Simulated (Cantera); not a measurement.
What does this Cantera script print?

```python
import numpy as np
import cantera as ct

gas_names = """
    H H2 Hg
""".split()
cond_names = """
    Hg(cr) Hg(L)
""".split()


# ... load() reads the species with a 1 bar reference pressure and builds the phases ...
atoms = {
    'Hg': {'Hg': 1},
    'H2': {'H': 2},
}
top_T = {}  # K; cautious upper limits of use, not melting points


# ... equilibrate(T, P, feed) seeds the gas with the atoms and calls Mixture.equilibrate('TP', solver="vcs", rtol=1e-11, max_steps=5000) ...
results = []
feed = {'Hg': 1, 'H2': 0.38}  # mol
T = 748  # K
P = 6300  # Pa
mix = equilibrate(T, P, feed)
results.append((T, P, feed, dict(zip(mix.species_names, mix.species_moles))))
print(gas.report(threshold=0.001))
for i in range(1, mix.n_phases):
    print(f"{mix.phase(i).name:16s} {mix.phase_moles(i):12.5e} mol")
```

Output:

```
       temperature   748 K
          pressure   6300 Pa
           density   0.14781 kg/m^3
  mean mol. weight   145.91 kg/kmol
   phase of matter   gas

                          1 kg             1 kmol
                     ---------------   ---------------
          enthalpy        3.7611e+05        5.4878e+07  J
   internal energy        3.3348e+05        4.8659e+07  J
           entropy            1452.3        2.1191e+05  J/K
    Gibbs function       -7.1025e+05       -1.0363e+08  J
 heat capacity c_p            158.82             23173  J/K
 heat capacity c_v            101.83             14859  J/K

                      mass frac. Y      mole frac. X     chem. pot. / RT
                     ---------------   ---------------   ---------------
                H2         0.0038046           0.27536           -20.889
                Hg            0.9962           0.72464           -15.058
     [   +1 minor]        4.1569e-15        6.0173e-13

Hg(L)             0.00000e+00 mol
```

Method: chemical equilibrium by Gibbs-energy minimisation in Cantera with the NASA 1993 tables (ideal gas, pure condensed phases).
